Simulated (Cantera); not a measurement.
Feed: 1 mol SiCl4, 0.29 mol C2H4, 10 mol H2, 0.0083 mol C3H8, held at 2.00 mbar.

Method: chemical equilibrium by Gibbs-energy minimisation in Cantera with the NASA 1993 tables (ideal gas, pure condensed phases). Candidate condensed phases: C, C6H6, C7H8, C8H18, Si, SiC; 109 gas species. Gases not in the tables: Si2H6 and higher silanes. Rates play no part.

Task: Which condensed phases are stable at each of these points (T (°C)): 927, 1027, 1127, 1227, 1327, 1427, 1527, 1627, 1727, 1827, 1927, 2027, 2127, 2227?

Result: 
```tsv
T (°C)	condensed phases	Si condensed (%)
927	SiC(s)	60.5
1027	SiC(s)	60.5
1127	SiC(s)	60.5
1227	SiC(s)	60.5
1327	SiC(s)	60.5
1427	SiC(s)	60.5
1527	SiC(s)	60.5
1627	SiC(s)	60.4
1727	SiC(s)	60.1
1827	SiC(s)	58.2
1927	C(graphite) + SiC(s)	37.9
2027	C(graphite)	0.0
2127	C(graphite)	0.0
2227	C(graphite)	0.0
```

From 927 °C to 1827 °C the condensed part is SiC(s). At 1927 °C the condensed part is C(graphite) + SiC(s). From 2027 °C to 2227 °C the condensed part is C(graphite).
